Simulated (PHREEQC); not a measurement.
A solution holds 0.0089 mol CaSO4, 0.14 mol Na2SO4 and 0.0021 mol NaCl per kg of water, at 20 °C. Closed to the air; pH follows from the charge balance.

All values are PHREEQC results (Pitzer model, pitzer.dat), not measurements.

Each row changes one thing in this solution. No solid was allowed to form.

```tsv
case	pH	SI of Gypsum (CaSO4:2H2O)	SI of Mirabilite (Na2SO4:10H2O)
as made	7.32	-0.06	-1.69
NaCl replaced by Na2B4O7 at the same molality	9.00	-0.07	-1.68
diluted 10-fold with water	7.18	…	…
NaCl left out	7.32	-0.06	-1.69
0.02 mol/kgw Ca(OH)2 added	…	…	-1.73
diluted 100-fold with water	7.10	-2.58	-6.65
```

What belongs in the gaps?


- diluted 10-fold with water, SI of Gypsum (CaSO4:2H2O): -1.15
- diluted 10-fold with water, SI of Mirabilite (Na2SO4:10H2O): -3.99
- 0.02 mol/kgw Ca(OH)2 added, pH: 12.54
- 0.02 mol/kgw Ca(OH)2 added, SI of Gypsum (CaSO4:2H2O): +0.40

Some of these states are supersaturated (in Gypsum, for instance).
